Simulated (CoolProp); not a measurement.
Aqueous ethanol as a coolant, at 36 °C, 1 atm.

Computed with CoolProp (Melinder's fits for secondary coolants).

| mass % | freezing point (°C) | viscosity (mPa s) | cp (kJ/(kg K)) | Prandtl number | density (kg/m³) |
|---|---|---|---|---|---|
| 1.3 | -0.6 | 0.743 | 4.186 | 5.07 | 991.2 |
| 10.7 | -4.8 | 1.01 | 4.273 | 7.94 | 975.3 |
| 20.1 | -11.2 | 1.30 | 4.316 | 11.7 | 960.9 |
| 29.5 | -19.7 | 1.53 | 4.257 | 15.4 | 944.7 |
| 39 | -28.6 | 1.64 | 4.122 | 18.2 | 925.5 |
| 48.4 | -36.4 | 1.67 | 3.956 | 20.1 | 904.4 |
| 57.8 | -43.2 | 1.63 | 3.740 | 21.2 | 882.7 |
